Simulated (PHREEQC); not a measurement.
Synthetic water in mmol/kgw, 70 °C, pH 6.61, pe -1.6:

| constituent | mmol/kgw |
|---|---|
| Na | 454 |
| K | 0.0134 |
| Ca | 3.22 |
| Mg | 46.2 |
| Cl | 367 |
| S(6) | 77.1 |
| Alkalinity (meq/kgw) | 3.13 |
| N(-3) | 0.696 |
| Fe(2) | 0.395 |
| Mn(2) | 0.155 |
| Li | 0.0776 |

Cl is adjusted to close the charge balance.
Valence states are taken as typed.

Equilibrium calculation in PHREEQC: ion-association model, phreeqc.dat.

```csv
quantity,before,after
ionic strength (mol/kgw),0.553,0.320
SO4-2 (mol/kgw),0.0360,0.0377
Mg+2 (mol/kgw),0.0240,0.0193
MgSO4 (mol/kgw),0.0219,0.0266
NaSO4- (mol/kgw),0.0182,0.0115
SI of Siderite (FeCO3),+0.56,+0.62
```

**Question.** Which change was made?
(A) pH from 6.61 to 5.61 at the same alkalinity
(B) pH from 6.61 to 7.61 at the same alkalinity
(C) Na from 454 to 227 mmol/kgw
(D) Ca from 3.22 to 1.61 mmol/kgw

**Answer.** C, Na from 454 to 227 mmol/kgw

This is a speciation only: nothing precipitates in the calculation. Some of these states are supersaturated (in Siderite, Rhodochrosite, for instance). At this temperature some constants are extrapolated from 25 °C, and those without enthalpy data are left unchanged.
